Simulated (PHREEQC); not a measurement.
0.28 g of hydrous ferric oxide (600 m²/g; 0.2 weak and 0.005 strong sites per Fe, Dzombak-Morel constants, diffuse double layer) in 1 kg of water with 0.1 mol/kgw of an inert sodium salt and 0.2 mmol/kgw Na2SO4, at 25 °C; the pH is set by adding NaOH or the inert anion's acid. Oxygen is held at 0.21 atm. CO2 from the air is kept out. Precipitation was switched off in this run.

Base run: PHREEQC, ion-association model, wateq4f.dat. Each further column changes one thing. The table gives surface charge σ (C/m²).

```csv
pH,base,background salt from 0.1 to 0.01 mol/kgw,oxide from 0.28 to 1.4 g/kgw
3,0.183,0.132,[?]
3.5,0.179,0.116,0.308
4,0.171,0.094,0.283
5,0.134,0.051,0.190
5.5,0.109,0.038,0.139
6,0.086,0.029,0.098
6.5,0.064,0.022,0.067
7.5,0.022,0.008,0.022
8,0.004,[?],0.004
8.5,-0.014,[?],-0.014
9,-0.034,-0.013,-0.034
10,-0.094,-0.041,-0.094
10.5,-0.137,-0.066,-0.137
11,-0.190,-0.101,-0.190
```

**Question.** Some entries are withheld; supply them.

**Answer.** 
- 3, oxide from 0.28 to 1.4 g/kgw: 0.319
- 8, background salt from 0.1 to 0.01 mol/kgw: 0.001
- 8.5, background salt from 0.1 to 0.01 mol/kgw: -0.005

The oxide is taken as insoluble; below pH 4 it would dissolve.
